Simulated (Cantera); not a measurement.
A freely propagating, adiabatic, planar premixed flame of H2 : O2 : N2 = 1 : 0.51 : 1.92 (molar parts), unburnt at 600 K and 100.0 Torr; mixture-averaged transport, grid criteria slope 0.08 and curve 0.16, no radiation.

Model: the H2/O2 subset of GRI-Mech 3.0, which has no nitrogen chemistry, integrated in Cantera. Burning velocities carry a grid error of a few per cent, more on coarse grids.

Q: What does this change do: inlet temperature 600 to 625 K?

A: 
```json
[
 {"quantity": "laminar burning velocity", "before": "589 cm/s", "after": "648 cm/s"},
 {"quantity": "thermal thickness", "before": "6.54 mm", "after": "6.77 mm"},
 {"quantity": "peak x(O)", "before": "0.0164", "after": "0.0169"},
 {"quantity": "peak x(OH)", "before": "0.0194", "after": "0.0199"},
 {"quantity": "peak x(HO2)", "before": "5.06e-5", "after": "4.59e-5"}
]
```
